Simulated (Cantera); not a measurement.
A perfectly stirred reactor is fed with C3H8 : O2 : N2 = 1 : 7.58 : 28.5 (molar parts), equivalence ratio 0.66, at 270000 Pa; it is adiabatic with a 473 K inlet, and is followed from long to short residence time, starting on the burning branch (τ in s: 0.4, 0.16, 0.061, 0.024, 0.0093, 0.0036, 0.0014, 0.00055, 0.00021, 8.3e-05).

Cantera simulation using GRI-Mech 3.0 (53 species, 325 reactions); the numbers are that mechanism's predictions, not measurements. GRI-Mech 3.0 was tuned for natural gas; its chemistry of propane as a main component is partial and can be far from experiment.

Question: What does this change do: C3H8 1 to 1.5 parts?

Answer: 
| quantity | before | after |
|---|---|---|
| blow-out, bracketed by the residence times tried | burning at 83.0 µs, the shortest tried | burning at 83.0 µs, the shortest tried |
| x(C3H8) at τ = 0.400 s | 7.92e-8 | 1.56e-8 |
| x(O2) at τ = 0.400 s | 0.0674 | 0.00754 |
| x(NO) at τ = 0.400 s | 0.000298 | 0.00302 |
| x(C2H) at τ = 0.400 s | 5.02e-10 | 1.21e-9 |
| x(N2O) at τ = 0.400 s | 3.74e-7 | 2.91e-7 |
| x(C3H8) at τ = 3.60 ms | 4.04e-6 | 1.37e-6 |
| x(O2) at τ = 3.60 ms | 0.0681 | 0.0121 |
| x(NO) at τ = 3.60 ms | 3.59e-5 | 0.000742 |
| x(C2H) at τ = 3.60 ms | 1.49e-8 | 6.66e-8 |
| x(N2O) at τ = 3.60 ms | 1.21e-6 | 3.43e-7 |
